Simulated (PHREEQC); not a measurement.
Dissolve 0.13 mol Na2SO4, 0.23 mol MgSO4 and 0.42 mol NaCl per kg of water at 25 °C. Closed to the air; pH follows from the charge balance.

The numbers come from PHREEQC with the Pitzer model, pitzer.dat.

| Property | Value |
|---|---|
| ionic strength | 1.73 mol/kgw |
| activity of water | 0.977 |
| density | 1.056 g/cm³ |
| osmotic coefficient | 0.777 |

```
species  molality  activity   log γ
-------  --------  --------  ------
Na+         0.680     0.428  -0.201
Cl-         0.420     0.243  -0.238
SO4-2       0.360    0.0182  -1.296
Mg+2        0.230    0.0351  -0.817
MgOH+     5.73e-7   3.28e-7  -0.242
HSO4-     4.75e-7   2.82e-7  -0.227
H+        2.53e-7   1.62e-7  -0.193
OH-       1.55e-7   6.09e-8  -0.407
```

Precipitation was switched off in this run. Species that the database lacks are ignored.
